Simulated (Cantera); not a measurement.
A diamond (100) surface in a fixed gas of H2 with x(CH4) = 0.0055, x(H) = 0.0043, x(CH3) = 5.4e-05, 0.0987 atm; coverages are run to steady state.

Detailed kinetics in Cantera: the Harris–Goodwin 1993 mechanism for the reconstructed diamond (100) surface.

One state of this run: growth (µm/h) = 1.20; θ c6HH = 0.355; θ c6H* = 0.0566; θ c6*H = 0.536; θ c6** = 0.0520; θ c6HM = 6.07e-5. θ: site fractions in the mechanism's names (c6HH fully hydrogenated, c6H* and c6*H radical sites, c6** diradical, c6HM methylated).

Q: Which value of T (K) does it belong to?
A) 1075
B) 1300
C) 1375
D) 925

A: C, 1375
